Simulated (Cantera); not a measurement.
An isothermal, constant-pressure homogeneous reactor starts with H₂ : O₂ = 0.13 : 1 (molar parts), equivalence ratio 0.065, at 900 K and 0.0132 atm.

Model: the H2/O2 subset of GRI-Mech 3.0, which has no nitrogen chemistry, integrated in Cantera. Radical loss at walls, strong at low pressure, is not modelled. Below about 950 K walls govern HO2 and H2O2 in real vessels. The temperature is held fixed by assumption; the heat of reaction is taken as removed at once.

One state of this run: x H₂ = 2.35e-6; x O₂ = 0.878; x HO₂ = 1.28e-7; x OH = 1.35e-5; x H₂O₂ = 2.77e-8; x H₂O = 0.122; x O = 2.17e-6. x: mole fraction; the columns are a selection and need not sum to one.

Task: Which value of t (s) does it belong to?
(A) 0.000855
(B) 5.06e-5
(C) 1.00
(D) 0.243

Result: C, 1.00
